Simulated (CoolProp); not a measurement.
The numbers come from the reference Helmholtz-energy equation of state, Gao 2022 in CoolProp.

Task: Give the vapour pressure (MPa), liquid density (kg/m³), vapour density (kg/m³), liquid cp (kJ/(kg K)) of saturated n-perfluorohexane at 50.75 °C.

Result: 
```tsv
T (°C)	p (MPa)	liquid density (kg/m³)	vapour density (kg/m³)	liquid cp (kJ/(kg K))
50.75	0.0812	1600	10.8	1.09
```
